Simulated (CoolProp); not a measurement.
The numbers come from the reference Helmholtz-energy equation of state, Thol 2022 in CoolProp.

Task: For vinyl chloride, give the phase and the Z, isothermal compressibility (1/MPa), expansivity (1/kK), fugacity coefficient at 21.65 °C and 1.3 MPa; 89.25 °C and 1.3 MPa; 111.75 °C and 1.3 MPa.

Result: 
- 21.65 °C and 1.3 MPa: liquid; Z 0.0365, isothermal compressibility 0.00231, expansivity 2.07, fugacity coefficient 0.263
- 89.25 °C and 1.3 MPa: gas; Z 0.856, isothermal compressibility 0.923, expansivity 4.55, fugacity coefficient 0.875
- 111.75 °C and 1.3 MPa: gas; Z 0.885, isothermal compressibility 0.882, expansivity 3.84, fugacity coefficient 0.897
